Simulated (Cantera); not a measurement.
An isothermal, constant-pressure homogeneous reactor starts with CH4 : N2 = 1 : 140 (molar parts), at 1598 K and 0.375 Torr. Integrator tolerance rtol = 1e-08.

Computed with Cantera and GRI-Mech 3.0 (53 species, 325 reactions). GRI-Mech 3.0 stops at C3 and has no aromatics, soot or wall deposition, so with more carbon than oxygen in the feed, carbon stays in small species such as C2H2 where larger ones or solid carbon would form. Radical loss at walls, strong at low pressure, is not modelled.

Task: What does this change do: N2 140 to 330 parts?

Result: 
```tsv
quantity	before	after
x(CH4) at 90.0 s	0.00142 (gas-phase equilibrium 2.12e-9)	0.000796 (gas-phase equilibrium 2.57e-10)
x(HCN) at 90.0 s	1.88e-6 (gas-phase equilibrium 0.00672)	1.73e-6 (gas-phase equilibrium 0.00295)
x(H2) at 90.0 s	0.00835 (gas-phase equilibrium 0.0104)	0.00326 (gas-phase equilibrium 0.00444)
x(C2H4) at 90.0 s	2.15e-5 (gas-phase equilibrium 9.38e-11)	1.54e-5 (gas-phase equilibrium 7.61e-12)
x(CH2) at 90.0 s	1.31e-7 (gas-phase equilibrium 2.20e-11)	1.09e-7 (gas-phase equilibrium 6.28e-12)
x(H) at 90.0 s	2.08e-5 (gas-phase equilibrium 0.000245)	1.07e-5 (gas-phase equilibrium 0.000160)
```

Task: What does this change do: CH4 1 to 0.78 parts?

Result: 
| quantity | before | after |
|---|---|---|
| x(CH4) at 90.0 s | 0.00142 (gas-phase equilibrium 2.12e-9) | 0.00120 (gas-phase equilibrium 1.15e-9) |
| x(HCN) at 90.0 s | 1.88e-6 (gas-phase equilibrium 0.00672) | 1.84e-6 (gas-phase equilibrium 0.00531) |
| x(H2) at 90.0 s | 0.00835 (gas-phase equilibrium 0.0104) | 0.00638 (gas-phase equilibrium 0.00816) |
| x(C2H4) at 90.0 s | 2.15e-5 (gas-phase equilibrium 9.38e-11) | 1.98e-5 (gas-phase equilibrium 4.56e-11) |
| x(CH2) at 90.0 s | 1.31e-7 (gas-phase equilibrium 2.20e-11) | 1.24e-7 (gas-phase equilibrium 1.54e-11) |
| x(H) at 90.0 s | 2.08e-5 (gas-phase equilibrium 0.000245) | 1.71e-5 (gas-phase equilibrium 0.000216) |
